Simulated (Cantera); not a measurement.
Input: 1 mol SiCl4, 250 mol H2, at 2398.15 K and 1330 Pa.

Cantera equilibrium calculation (NASA polynomials, part measured and part estimated; ideal gas, pure solids and liquids). Candidate condensed phases: Si; 19 gas species. The tables' values for SiCl are old estimates; treat these amounts as uncertain. Gases not in the tables: Si2H6 and higher silanes. Equilibrium is a limit: real reactors are often held back by kinetics, nucleation or transport.

Base state: H2 0.855, H 0.126, HCl 0.0133, Si 0.00352, Cl 0.00141, SiH 0.000117, SiCl 3.51e-5, SiH2 1.31e-5 (mole fractions); condensed: gas only.

### Question
What changes in the equilibrium state with this change: SiCl4 replaced by CH3SiH3?

### Answer
| species | before | after |
|---|---|---|
| H2 | 0.855 | 0.867 |
| H | 0.126 | 0.127 |
| Si | 0.00352 | 0.00334 |
| HCl | 0.0133 | 0 |
| C2H2 (acetylene) | 0 | 0.00164 |
| Cl | 0.00141 | 0 |
| SiC2 | 0 | 0.000174 |
| SiCl | 3.51e-5 | 0 |
| Si2C | 0 | 2.11e-5 |
The feed counts by its element totals alone. Further candidate phases: C, C6H6, C7H8, C8H18, SiC.

### Question
What changes in the equilibrium state with this change: H2 from 250 to 8 mol?

### Answer
| species | before | after |
|---|---|---|
| H2 | 0.855 | 0.543 |
| HCl | 0.0133 | 0.236 |
| H | 0.126 | 0.101 |
| SiCl2 | 7.33e-6 | 0.0399 |
| Cl | 0.00141 | 0.0312 |
| Si | 0.00352 | 0.0389 |
| SiCl3 | <1e-9 | 0.000106 |
| SiCl | 3.51e-5 | 0.00860 |
| Si2 | 1.76e-6 | 0.000214 |
| SiH | 0.000117 | 0.00103 |
The tables' values for SiCl, SiCl3 are old estimates; treat these amounts as uncertain.
